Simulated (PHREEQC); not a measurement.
A solution holds 3.5 mol/kgw HCl, 0.49 mol/kgw BaCl2 and 5.7e-05 mol/kgw H4SiO4, at 20 °C. Closed to the air; pH follows from the charge balance.

The numbers come from PHREEQC with the Pitzer model, pitzer.dat.

Each row changes one thing in this solution. This is a speciation only: nothing precipitates in the calculation.

| case | pH | SI of SiO2(a) (SiO2) |
|---|---|---|
| as made | -1.24 | -1.35 |
| H4SiO4 from 5.7e-05 to 5.13e-05 mol/kgw | -1.24 | -1.39 |
| diluted 2-fold with water | -0.51 | -1.76 |
| BaCl2 from 0.49 to 0.98 mol/kgw | -1.23 | -1.33 |
| HCl replaced by LiCl at the same molality | 6.05 | -1.05 |
| diluted 10-fold with water | 0.52 | -2.53 |
| H4SiO4 from 5.7e-05 to 0.000285 mol/kgw | -1.24 | -0.65 |
| diluted 100-fold with water | 1.53 | -3.54 |
| HCl left out | 6.74 | -1.52 |

Species that the database lacks are ignored. In brines, pH and single-ion activities rest on the MacInnes convention.
